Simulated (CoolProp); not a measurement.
Properties of R227EA along the isobar 1.01 bar (Tc = 101.8 °C, pc = 29.25 bar, ω = 0.358).

Model: reference Helmholtz-energy equation of state, Lemmon 2016, in CoolProp.

```
T (°C)   phase  cp (kJ/(kg K))  cv (kJ/(kg K))  Joule-Thomson coefficient (K/MPa)
------  ------  --------------  --------------  ---------------------------------
-65.05  liquid          0.9989          0.7056                            -0.3708
-58.05  liquid           1.009          0.7123                            -0.3580
-51.15  liquid           1.019          0.7195                            -0.3443
-44.25  liquid           1.030          0.7271                            -0.3295
-37.35  liquid           1.041          0.7353                            -0.3133
-30.45  liquid           1.053          0.7440                            -0.2955
-23.55  liquid           1.065          0.7531                            -0.2759
-9.75      gas          0.7670          0.7044                              29.49
-2.85      gas          0.7756          0.7147                              26.57
4.15       gas          0.7847          0.7252                              24.01
11.05      gas          0.7940          0.7356                              21.81
17.95      gas          0.8034          0.7461                              19.89
24.85      gas          0.8130          0.7565                              18.21
31.75      gas          0.8227          0.7669                              16.74
38.65      gas          0.8324          0.7773                              15.43
```
